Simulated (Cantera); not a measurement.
Mixture: CH₄ : C₂H₆ : C₃H₈ : O₂ : N₂ : CO₂ = 1 : 0.14 : 0.14 : 2.13 : 12 : 2.1 (molar parts), equivalence ratio 1.5, at 760 Torr, adiabatic and at constant pressure. Ignition delay is the time to a rise of 400 K.

Computed with Cantera and GRI-Mech 3.0 (53 species, 325 reactions).

Problem. Predict: delay at 1100 K; delay at 1300 K; delay at 1500 K; delay at 1700 K; delay at 1900 K; apparent activation energy between 1800 and 2000 K.

Solution. 
| Property | Result |
|---|---|
| delay at 1100 K | 31.0 ms |
| delay at 1300 K | 1.92 ms |
| delay at 1500 K | 0.238 ms |
| delay at 1700 K | 60.8 µs |
| delay at 1900 K | 25.0 µs |
| apparent activation energy between 1800 and 2000 K | 110 kJ/mol |
